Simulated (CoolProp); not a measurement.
Vapour-liquid equilibrium of propane (1) + isopentane (2) at 301.6 K; x and y are mole fractions of (1).

Computed with CoolProp (multi-fluid Helmholtz-energy mixture model, Lemmon 2009 and Lemmon 2006; pair parameters Kunz 2012).

**Question.** Give the bubble pressure and the first vapour's composition at x = 0.2, 0.35, 0.5. Is there an azeotrope?

**Answer.** x = 0.2: 302.9 kPa, y = 0.700; x = 0.35: 437.3 kPa, y = 0.818; x = 0.5: 568.5 kPa, y = 0.883. No azeotrope shows between x = 0.05 and 0.95.

The pair parameters rest on a limited set of measurements; away from them the model extrapolates. The gap from Raoult's law changes sign with composition, which may be real or a fault of the pair parameters; it wasn't checked against measurements.
